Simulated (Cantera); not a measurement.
Feed: 1 mol V2O3, a varied amount of H2, 25 mol N2, equilibrated at 27.0 mbar.

Method: chemical equilibrium by Gibbs-energy minimisation in Cantera with the NASA 1993 tables (ideal gas, pure condensed phases). Candidate condensed phases: H2O, V, VN, VO, V2O3, V2O4, V2O5; 28 gas species. Mutual solubility and eutectic melting of coexisting phases are not modelled. VO: taken at fixed stoichiometry. Condensed phases not in the tables: the oxides between V2O3 and V2O5 other than VO2. Kinetics and transport are ignored.

Stable condensed phases, one row left out:

```
T in °C \ n(H2) in mol
          20  32  50  80 130 200 320 520
   1675    A   A   B   B   B   B   B   B
   1650    A   A   B   B   B   B   B   B
   1625    A   A   B   B   B   B   B   B
   1600    A   A   A   B   B   B   B   B
   1575    A   A   A   B   B   B   B   B
   1550    A   A   A   B   B   B   B   B
   1525    A   A   A   B   B   B   B   B
   1475    A   A   A   A   B   B   B   B
```

A: VO + V2O3; B: VO.

Task: Give the row for 1500 °C.

Result: 20: VO + V2O3; 32: VO + V2O3; 50: VO + V2O3; 80: VO; 130: VO; 200: VO; 320: VO; 520: VO.
